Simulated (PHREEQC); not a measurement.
Make-up at 18 °C: 0.0042 mol NH4HS, 0.008 mol NaCl and 0.00098 mol FeCl2 per kg of water. Closed to the air; pH follows from the charge balance.

Computed with PHREEQC (ion-association model, wateq4f.dat).

```json
[
 {"quantity": "pH", "before": "8.09", "after": "6.88"},
 {"quantity": "ionic strength (mol/kgw)", "before": "0.0120", "after": "0.0116"},
 {"quantity": "SI of Halite (NaCl)", "before": "-5.76", "after": "-5.91"}
]
```

Question: Name the change that produced these shifts.
A) NH4HS from 0.0042 to 0.042 mol/kgw
B) NH4HS left out
C) diluted 2-fold with water
D) temperature from 18 to 90 °C
E) 0.0021 mol/kgw NaHS added

Answer: D, temperature from 18 to 90 °C

Precipitation was switched off in this run. Constants without temperature data keep their 25 °C values here.
